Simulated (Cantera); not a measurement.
## c-C4F8 + CH4 + H2 (fluorocarbon and chlorocarbon gases)

Input: 1 mol c-C4F8, 0.0096 mol CH4, 0.71 mol H2, held at 100 Torr.

Equilibrium computed with Cantera from the NASA thermochemical tables; the gas is ideal and each condensed phase is pure. Candidate condensed phases: C, C6H6, C7H8, C8H18; 95 gas species. The feed counts by its element totals alone. The tables' values for C2F4 are old estimates; treat these amounts as uncertain. Gases not in the tables: C2F6 and larger saturated fluorocarbons. Equilibrium is a limit: real reactors are often held back by kinetics, nucleation or transport.

| T (°C) | x CF4 | x HF | x CF2 | x F | x CF3 | n C(graphite) |
|---|---|---|---|---|---|---|
| 1825 | 0.482 | 0.456 | 0.0459 | 0.0104 | 0.00522 | 2.30 |
| 1875 | 0.463 | 0.450 | 0.0648 | 0.0157 | 0.00683 | 2.28 |
| 1925 | 0.437 | 0.441 | 0.0894 | 0.0232 | 0.00871 | 2.24 |
| 1975 | 0.405 | 0.430 | 0.120 | 0.0335 | 0.0108 | 2.19 |
| 2025 | 0.366 | 0.416 | 0.157 | 0.0472 | 0.0130 | 2.13 |
| 2075 | 0.320 | 0.399 | 0.199 | 0.0651 | 0.0151 | 2.05 |
| 2125 | 0.270 | 0.380 | 0.244 | 0.0875 | 0.0168 | 1.97 |
| 2175 | 0.216 | 0.360 | 0.288 | 0.115 | 0.0179 | 1.88 |
| 2225 | 0.164 | 0.339 | 0.328 | 0.146 | 0.0181 | 1.79 |
| 2275 | 0.117 | 0.318 | 0.359 | 0.181 | 0.0174 | 1.72 |
| 2325 | 0.0791 | 0.300 | 0.376 | 0.219 | 0.0158 | 1.67 |
x: gas mole fraction; n: condensed amount in mol.

From 1825 °C to 2325 °C the condensed part is C(graphite). The main C-bearing gas is CF4 at 1825 °C and CF2 at 2325 °C. The share of C in condensed phases is highest at 1825 °C (57.5 %) and lowest at 2325 °C (41.7 %).
